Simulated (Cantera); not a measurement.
Charge: 1 mol SiHCl3, 27 mol N2, 0.35 mol NH3, at 0.100 bar.

Equilibrium computed with Cantera from the NASA thermochemical tables; the gas is ideal and each condensed phase is pure. Candidate condensed phases: NH4Cl, Si, Si3N4; 28 gas species. The tables' values for SiCl3, SiCl are old estimates; treat these amounts as uncertain. Rates play no part.

x: gas mole fraction; n: condensed amount in mol.

```tsv
T (K)	x N2	x HCl	x SiCl2	x H2	x SiCl4	n Si3N4(s)
998	0.926	0.0523	1.48e-7	0.00929	0.0128	0.209
1073	0.925	0.0536	1.56e-6	0.00862	0.0125	0.212
1148	0.925	0.0547	1.20e-5	0.00808	0.0121	0.215
1223	0.925	0.0555	7.14e-5	0.00764	0.0117	0.216
1298	0.924	0.0561	0.000339	0.00733	0.0111	0.215
1373	0.924	0.0563	0.00130	0.00721	0.00986	0.209
1448	0.922	0.0556	0.00404	0.00745	0.00765	[?]
1523	0.920	0.0534	0.00965	0.00836	0.00456	[?]
1598	0.918	0.0491	0.0172	0.0103	0.00189	[?]
1673	0.916	0.0427	0.0242	0.0133	0.000590	[?]
1748	0.916	0.0357	0.0298	0.0167	0.000166	[?]
1823	0.915	0.0323	0.0324	0.0183	5.95e-5	[?]
```

Task: What belongs in the gaps?

Result: 
- 1448, n Si3N4(s): 0.191
- 1523, n Si3N4(s): 0.157
- 1598, n Si3N4(s): 0.110
- 1673, n Si3N4(s): 0.0629
- 1748, n Si3N4(s): 0.0203
- 1823, n Si3N4(s): 0
